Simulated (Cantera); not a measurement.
Input: 1 mol CF₄, 0.021 mol HCl, 0.44 mol H₂, held at 3150 K and 0.00780 bar.

These are equilibrium values from Cantera (NASA tables, ideal gas, pure condensed phases), not measurements of a reactor. Candidate condensed phases: C, C₆H₆, C₇H₈, C₈H₁₈; 118 gas species. Kinetics and transport are ignored.

Base state: F 0.654, HF 0.189, CF 0.0625, C₃ 0.0425, H 0.0178, C 0.0155, C₂ 0.00724, CF₂ 0.00613 (mole fractions); condensed: gas only.

### Question
What changes in the equilibrium state with this change: temperature from 3150 K to 1573 K?

### Answer
```
species             before     after
----------------  --------  --------
HF                   0.189     0.530
CF₄                2.58e-8     0.457
Cl                 0.00480    0.0104
F                    0.654  0.000201
C₃                  0.0425     <1e-9
C                   0.0155     <1e-9
CF                  0.0625   6.18e-8
H                   0.0178   2.54e-8
C₂                 0.00724     <1e-9
C₅                0.000454     <1e-9
CClF₃                <1e-9  0.000225
C(graphite), mol         0     0.224
```
Gases not in the tables: C₂F₆ and larger saturated fluorocarbons.

### Question
What changes in the equilibrium state with this change: temperature from 3150 K to 2050 K?

### Answer
```tsv
species	before	after
HF	0.189	0.480
CF₄	2.58e-8	0.340
CF₂	0.00613	0.110
F	0.654	0.0523
C₃	0.0425	1.18e-8
C	0.0155	1.12e-8
H	0.0178	3.03e-6
CF	0.0625	0.000309
Cl	0.00480	0.0111
C₂	0.00724	1.01e-9
C₅	0.000454	<1e-9
C(graphite), mol	0	0.143
```
Gases not in the tables: C₂F₆ and larger saturated fluorocarbons.
